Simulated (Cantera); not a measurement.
Thermodynamics of aluminium nitride and oxide growth, feed Al(CH3)3 + NH3 + H2

Feed: 1 mol Al(CH3)3, 240 mol NH3, 2.7 mol H2, held at 10000 Pa.

Equilibrium computed with Cantera from the NASA thermochemical tables; the gas is ideal and each condensed phase is pure. Candidate condensed phases: Al, AlN, C, C6H6, C7H8, C8H18; 97 gas species. The feed counts by its element totals alone. Kinetics and transport are ignored.

From 673 K to 973 K the condensed part is AlN(s). From 1073 K to 1773 K the condensed part is AlN(s) + C(graphite).

| T (K) | x H2 | x N2 | x CH4 | x HCN | n AlN(s) | n C(graphite) |
|---|---|---|---|---|---|---|
| 673 | 0.746 | 0.247 | 0.00620 | 6.56e-12 | 1.00 | 0 |
| 773 | 0.747 | 0.247 | 0.00620 | 1.05e-9 | 1.00 | 0 |
| 873 | 0.747 | 0.247 | 0.00620 | 5.36e-8 | 1.00 | 0 |
| 973 | 0.747 | 0.247 | 0.00620 | 1.24e-6 | 1.00 | 0 |
| 1073 | 0.751 | 0.246 | 0.00259 | 6.63e-6 | 1.00 | 1.74 |
| 1173 | 0.753 | 0.246 | 0.00110 | 2.36e-5 | 1.00 | 2.45 |
| 1273 | 0.754 | 0.246 | 0.000534 | 6.87e-5 | 1.00 | 2.71 |
| 1373 | 0.754 | 0.246 | 0.000286 | 0.000171 | 1.00 | 2.78 |
| 1473 | 0.754 | 0.245 | 0.000167 | 0.000375 | 1.000 | 2.73 |
| 1573 | 0.754 | 0.245 | 0.000104 | 0.000742 | 1.000 | 2.56 |
| 1673 | 0.753 | 0.245 | 6.89e-5 | 0.00135 | 1.000 | 2.25 |
| 1773 | 0.752 | 0.244 | 4.77e-5 | 0.00230 | 0.994 | 1.71 |
x: gas mole fraction; n: condensed amount in mol.
